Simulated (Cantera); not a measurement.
A closed system holds: 1 mol Fe₂O₃, 2.8 mol CO, 0.57 mol C, held at 0.0390 bar.

These are equilibrium values from Cantera (NASA tables, ideal gas, pure condensed phases), not measurements of a reactor. Candidate condensed phases: C, Fe, Fe(CO)₅, FeO, Fe₂O₃, Fe₃O₄; 15 gas species. The tables' stoichiometric FeO is somewhat more stable than real wüstite, so its field is too wide. FeO: taken at fixed stoichiometry. Kinetics and transport are ignored.

Question: At 1675 K, list the 3 most abundant gas species with their mole fractions, and the condensed phases.

Answer: CO 0.872, CO₂ 0.128, Fe 0.000104. Condensed: FeO(l).
